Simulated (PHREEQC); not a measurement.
Dissolve 0.0036 mol KHCO3 and 0.0002 mol Na2HPO4 per kg of water at 92 °C. Closed to the air; pH follows from the charge balance.

The numbers come from PHREEQC with the ion-association model, phreeqc.dat.

The ionic strength comes out as 0.00421 mol/kgw. What activity coefficients do Na+, K+, HCO3-, H2PO4-, HPO4-2 get?

Na+ 0.92, K+ 0.92, HCO3- 0.92, H2PO4- 0.92, HPO4-2 0.73.

Precipitation was switched off in this run. At this temperature some constants are extrapolated from 25 °C, and those without enthalpy data are left unchanged.
